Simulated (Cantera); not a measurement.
**Adiabatic ignition**

An adiabatic, constant-volume homogeneous reactor starts with 10.9 % CO, 5.33 % H2, 0.685 % CH4, 11.7 % O2, 71.4 % N2, equivalence ratio 0.81, at 1575 K and 5030 Torr.

Detailed kinetics in Cantera: GRI-Mech 3.0 (53 species, 325 reactions).

```json
[
 {"t (s)": "8.00e-6", "T (K)": "2443", "P (bar)": "10.0", "x CO": "0.0548", "x H2": "0.00588", "x CH4": "<1e-12", "x OH": "0.0135", "x HCN": "1.69e-10", "x CH3": "<1e-12", "x HO2": "2.32e-5"},
 {"t (s)": "2.05e-5", "T (K)": "2800", "P (bar)": "11.2", "x CO": "0.0325", "x H2": "0.00304", "x CH4": "<1e-12", "x OH": "0.0111", "x HCN": "4.56e-10", "x CH3": "<1e-12", "x HO2": "1.19e-5"},
 {"t (s)": "5.28e-5", "T (K)": "2848", "P (bar)": "11.4", "x CO": "0.0283", "x H2": "0.00265", "x CH4": "<1e-12", "x OH": "0.0103", "x HCN": "6.40e-10", "x CH3": "<1e-12", "x HO2": "1.19e-5"},
 {"t (s)": "0.000136", "T (K)": "2842", "P (bar)": "11.3", "x CO": "0.0282", "x H2": "0.00265", "x CH4": "<1e-12", "x OH": "0.0101", "x HCN": "8.29e-10", "x CH3": "<1e-12", "x HO2": "1.13e-5"},
 {"t (s)": "0.000348", "T (K)": "2832", "P (bar)": "11.3", "x CO": "0.0282", "x H2": "0.00266", "x CH4": "<1e-12", "x OH": "0.00970", "x HCN": "1.08e-9", "x CH3": "<1e-12", "x HO2": "1.06e-5"},
 {"t (s)": "0.000894", "T (K)": "2826", "P (bar)": "11.3", "x CO": "0.0282", "x H2": "0.00267", "x CH4": "<1e-12", "x OH": "0.00947", "x HCN": "1.23e-9", "x CH3": "<1e-12", "x HO2": "1.01e-5"},
 {"t (s)": "0.00230", "T (K)": "2826", "P (bar)": "11.3", "x CO": "0.0282", "x H2": "0.00267", "x CH4": "<1e-12", "x OH": "0.00944", "x HCN": "1.24e-9", "x CH3": "<1e-12", "x HO2": "1.00e-5"},
 {"t (s)": "0.00590", "T (K)": "2826", "P (bar)": "11.3", "x CO": "0.0282", "x H2": "0.00267", "x CH4": "<1e-12", "x OH": "0.00944", "x HCN": "1.24e-9", "x CH3": "<1e-12", "x HO2": "1.00e-5"},
 {"t (s)": "0.0152", "T (K)": "2826", "P (bar)": "11.3", "x CO": "0.0282", "x H2": "0.00267", "x CH4": "<1e-12", "x OH": "0.00944", "x HCN": "1.24e-9", "x CH3": "<1e-12", "x HO2": "1.00e-5"},
 {"t (s)": "0.0389", "T (K)": "2826", "P (bar)": "11.3", "x CO": "0.0282", "x H2": "0.00267", "x CH4": "<1e-12", "x OH": "0.00944", "x HCN": "1.24e-9", "x CH3": "<1e-12", "x HO2": "1.00e-5"},
 {"t (s)": "0.100", "T (K)": "2826", "P (bar)": "11.3", "x CO": "0.0282", "x H2": "0.00267", "x CH4": "<1e-12", "x OH": "0.00944", "x HCN": "1.24e-9", "x CH3": "<1e-12", "x HO2": "1.00e-5"}
]
```
x: mole fraction; the columns are a selection and need not sum to one.

The time of steepest temperature rise is 4.02 µs, the temperature at 0.100 s comes out as 2826 K and the equilibrium temperature is 2826 K. The x(CO) at 0.100 s is 0.0282 (gas-phase equilibrium 0.0282). The x(H2) at 0.100 s is 0.00267 (gas-phase equilibrium 0.00267). The x(CH4) at 0.100 s is <1e-12 (gas-phase equilibrium <1e-12).
